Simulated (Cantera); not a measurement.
Charge: 1 mol BN, 27 mol HCl, 12 mol H2, held at 1502 °C and 66000 Pa.

Method: chemical equilibrium by Gibbs-energy minimisation in Cantera with the NASA 1993 tables (ideal gas, pure condensed phases). Candidate condensed phases: B, BN, NH4Cl; 21 gas species. The tables' values for BCl2, BCl are old estimates; treat these amounts as uncertain. Gases not in the tables: BHCl2. Rates play no part.

Base state: HCl 0.637, H2 0.335, BCl3 0.0179, N2 0.00925, BCl2 0.000509, Cl 0.000301, H 0.000206, BCl 0.000113 (mole fractions); condensed: BN(s).

Q: What changes in the equilibrium state with this change: pressure from 66000 Pa to 3900 Pa?

A: 
| species | before | after |
|---|---|---|
| HCl | 0.637 | 0.633 |
| H2 | 0.335 | 0.335 |
| BCl3 | 0.0179 | 0.0167 |
| BCl | 0.000113 | 0.00181 |
| BCl2 | 0.000509 | 0.00197 |
| N2 | 0.00925 | 0.0102 |
| H | 0.000206 | 0.000848 |
| Cl | 0.000301 | 0.00123 |
| BN(s), mol | 0.278 | 0.199 |

Q: What changes in the equilibrium state with this change: H2 from 12 to 25 mol?

A: 
```json
[
 {"species": "HCl", "before": "0.637", "after": "0.496"},
 {"species": "H2", "before": "0.335", "after": "0.492"},
 {"species": "BCl3", "before": "0.0179", "after": "0.00732"},
 {"species": "N2", "before": "0.00925", "after": "0.00388"},
 {"species": "BCl2", "before": "0.000509", "after": "0.000325"},
 {"species": "BN(s), mol", "before": "0.278", "after": "0.596"}
]
```

Q: What changes in the equilibrium state with this change: temperature from 1502 °C to 1652 °C?

A: 
| species | before | after |
|---|---|---|
| HCl | 0.637 | 0.617 |
| H2 | 0.335 | 0.343 |
| BCl3 | 0.0179 | 0.0224 |
| N2 | 0.00925 | 0.0128 |
| BCl | 0.000113 | 0.000968 |
| BCl2 | 0.000509 | 0.00216 |
| H | 0.000206 | 0.000689 |
| BN(s), mol | 0.278 | 0 |
